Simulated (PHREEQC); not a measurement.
Solution (20 °C): 0.0052 mol FeCl3, 0.015 mol Na2SeO4 and 0.0242 mol Na2SO4 per kg of water. Closed to the air; pH follows from the charge balance.

Computed with PHREEQC (ion-association model, wateq4f.dat).

No solid was allowed to form.

Task: Estimate the pH.

Result: pH 3.15.

Task: In which forms is Se present?

Result: SeO4-2 99 %, HSeO4- 1.3 % of the Se.

The solution is supersaturated, for example in Jarosite-Na, Fe(OH)3(a), so a real one may precipitate; this is no full list.
